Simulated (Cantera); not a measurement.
Cantera run:

```python
import numpy as np
import cantera as ct

gas_names = """
    CL CL2 H HCL H2 Si SiCL SiCL2 SiCL3 SiCL4 SiH SiHCL3 SiH2 SiH2CL2 SiH3 SiH3CL SiH4 Si2 Si3
""".split()
cond_names = """
    Si(cr) Si(L)
""".split()


# ... load() reads the species with a 1 bar reference pressure and builds the phases ...
atoms = {
    'SiCl4': {'Si': 1, 'CL': 4},
    'H2': {'H': 2},
}
top_T = {}  # K; cautious upper limits of use, not melting points


# ... equilibrate(T, P, feed) seeds the gas with the atoms and calls Mixture.equilibrate('TP', solver="vcs", rtol=1e-11, max_steps=5000) ...
results = []
feed = {'SiCl4': 1, 'H2': 0.8}  # mol
T = 648.15  # K
P = 14000  # Pa
mix = equilibrate(T, P, feed)
results.append((T, P, feed, dict(zip(mix.species_names, mix.species_moles))))
x = sorted(zip(gas.X, gas.species_names), reverse=True)
print(f"T = {T:g} K  P = {P:g} Pa  gas = {mix.phase_moles(0):.4g} mol")
print("   x: " + "  ".join(f"{s} {v:.3e}" for v, s in x if v > 0.001))
print("   condensed (mol): " + ("  ".join(f"{mix.phase(i).name} {mix.phase_moles(i):.4g}"
      for i in range(1, mix.n_phases) if mix.phase_moles(i) > 1e-12) or "none"))
```

Output:

```
T = 648.15 K  P = 14000 Pa  gas = 1.8 mol
   x: SiCL4 5.512e-01  H2 4.401e-01  HCL 4.360e-03  SiHCL3 4.356e-03
   condensed (mol): none
```

Method: chemical equilibrium by Gibbs-energy minimisation in Cantera with the NASA 1993 tables (ideal gas, pure condensed phases).
